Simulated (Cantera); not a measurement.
**Adiabatic ignition**

An adiabatic, constant-pressure homogeneous reactor starts with CH4 : CO : O2 : N2 = 1 : 0.44 : 2.58 : 9.71 (molar parts), equivalence ratio 0.86, at 1048 K and 9.87 atm.

Detailed kinetics in Cantera: GRI-Mech 3.0 (53 species, 325 reactions).

| t (s) | T (K) | x CH4 | x CO | x O2 | x HCN | x OH | x CO2 | x C2H |
|---|---|---|---|---|---|---|---|---|
| 6.00e-6 | 1048 | 0.0728 | 0.0320 | 0.188 | <1e-12 | 1.54e-11 | 1.22e-9 | <1e-12 |
| 2.46e-5 | 1048 | 0.0728 | 0.0320 | 0.188 | <1e-12 | 2.02e-11 | 5.42e-9 | <1e-12 |
| 0.000101 | 1048 | 0.0728 | 0.0320 | 0.188 | <1e-12 | 4.03e-11 | 2.80e-8 | <1e-12 |
| 0.000416 | 1048 | 0.0728 | 0.0320 | 0.188 | <1e-12 | 1.23e-10 | 1.79e-7 | <1e-12 |
| 0.00171 | 1048 | 0.0728 | 0.0320 | 0.188 | <1e-12 | 2.84e-10 | 1.28e-6 | <1e-12 |
| 0.00702 | 1048 | 0.0728 | 0.0320 | 0.188 | <1e-12 | 3.95e-10 | 8.05e-6 | <1e-12 |
| 0.0288 | 1050 | 0.0726 | 0.0320 | 0.188 | <1e-12 | 1.16e-9 | 7.65e-5 | <1e-12 |
| 0.119 | 2597 | <1e-12 | 0.0112 | 0.0263 | 1.82e-10 | 0.00768 | 0.0944 | <1e-12 |
| 0.487 | 2597 | <1e-12 | 0.0112 | 0.0263 | 1.82e-10 | 0.00768 | 0.0944 | <1e-12 |
| 2.00 | 2597 | <1e-12 | 0.0112 | 0.0263 | 1.82e-10 | 0.00768 | 0.0944 | <1e-12 |
x: mole fraction; the columns are a selection and need not sum to one.

```
Quantity                                                           Value
---------------------------------  -------------------------------------
time of steepest temperature rise                                68.2 ms
temperature at 2.00 s                                             2597 K
equilibrium temperature                                           2597 K
x(CH4) at 2.00 s                   <1e-12 (gas-phase equilibrium <1e-12)
x(CO) at 2.00 s                    0.0112 (gas-phase equilibrium 0.0112)
x(O2) at 2.00 s                    0.0263 (gas-phase equilibrium 0.0263)
```
